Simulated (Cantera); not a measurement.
A closed system holds: 1 mol CH₃Cl, 0.029 mol HCl, 0.12 mol H₂, at 1450 K and 0.160 bar.

Equilibrium computed with Cantera from the NASA thermochemical tables; the gas is ideal and each condensed phase is pure. Candidate condensed phases: C, C₆H₆, C₇H₈, C₈H₁₈; 91 gas species. Kinetics and transport are ignored.

Base state: H₂ 0.521, HCl 0.479, CH₄ 0.000143, H 1.71e-5, Cl 1.28e-5 (mole fractions); condensed: C(graphite).

Task: What changes in the equilibrium state with this change: CH₃Cl replaced by CH₂F₂?

Result: 
| species | before | after |
|---|---|---|
| HF | 0 | 0.931 |
| H₂ | 0.521 | 0.0558 |
| HCl | 0.479 | 0.0135 |
| CH₄ | 0.000143 | 1.65e-6 |
| Cl | 1.28e-5 | 1.10e-6 |
| H | 1.71e-5 | 5.59e-6 |
| C(graphite), mol | 1.000 | 1.000 |
